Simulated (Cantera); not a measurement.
An isothermal, constant-pressure homogeneous reactor starts with N₂O : H₂ : N₂ = 1 : 0.0086 : 6.3 (molar parts), at 1450 K and 100000 Pa. Integrator tolerance rtol = 1e-08.

Computed with Cantera and GRI-Mech 3.0 (53 species, 325 reactions). GRI-Mech 3.0 was tuned for natural gas; its chemistry of N2O as a main component is partial and can be far from experiment. The temperature is held fixed by assumption; the heat of reaction is taken as removed at once.

Question: What does this change do: pressure from 100000 Pa to 12000 Pa?

Answer: 
```csv
quantity,before,after
x(N₂O) at 200 s,1.62e-7 (gas-phase equilibrium 3.88e-8),1.81e-7 (gas-phase equilibrium 1.34e-8)
x(H₂) at 200 s,4.54e-9 (gas-phase equilibrium 4.17e-9),1.34e-8 (gas-phase equilibrium 1.20e-8)
x(N₂) at 200 s,0.925 (gas-phase equilibrium 0.935),0.923 (gas-phase equilibrium 0.935)
x(O₂) at 200 s,0.0535 (gas-phase equilibrium 0.0632),0.0516 (gas-phase equilibrium 0.0632)
x(OH) at 200 s,3.73e-6 (gas-phase equilibrium 3.89e-6),6.28e-6 (gas-phase equilibrium 6.60e-6)
x(H) at 200 s,6.42e-10 (gas-phase equilibrium 6.15e-10),3.18e-9 (gas-phase equilibrium 3.01e-9)
x(H₂O) at 200 s,0.00110 (gas-phase equilibrium 0.00110),0.00110 (gas-phase equilibrium 0.00110)
```
